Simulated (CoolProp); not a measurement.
Vapour-liquid equilibrium of propane (1) + neopentane (2) at 41.75 °C; x and y are mole fractions of (1).

Values from CoolProp's multi-fluid Helmholtz-energy mixture model, Lemmon 2009 and Lemmon 2006; pair parameters Bell 2016.

| x | bubble pressure (bar) | y at the bubble point | dew pressure at overall composition x (bar) | liquid density (mol/L) |
|---|---|---|---|---|
| 0.05 | 3.113 | 0.126 | 2.941 | 7.965 |
| 0.15 | ? | 0.326 | 3.173 | 8.235 |
| 0.25 | 4.320 | 0.485 | 3.444 | 8.520 |
| 0.35 | 5.070 | 0.617 | 3.767 | 8.815 |
| 0.45 | 5.980 | 0.727 | 4.159 | 9.119 |
| 0.55 | 7.086 | ? | 4.653 | 9.426 |
| 0.65 | 8.411 | 0.883 | 5.305 | 9.731 |
| 0.75 | 9.944 | 0.933 | 6.225 | ? |
| 0.85 | 11.64 | 0.968 | 7.688 | 10.28 |
| 0.95 | 13.39 | 0.992 | 10.66 | ? |

Fill in the missing entries.


- 0.15, bubble pressure (bar): 3.683
- 0.55, y at the bubble point: 0.815
- 0.75, liquid density (mol/L): 10.02
- 0.95, liquid density (mol/L): 10.47

No azeotrope shows between x = 0.05 and 0.95.

Pair parameters are fitted to limited data, so mixtures are less certain than the pure fluids.
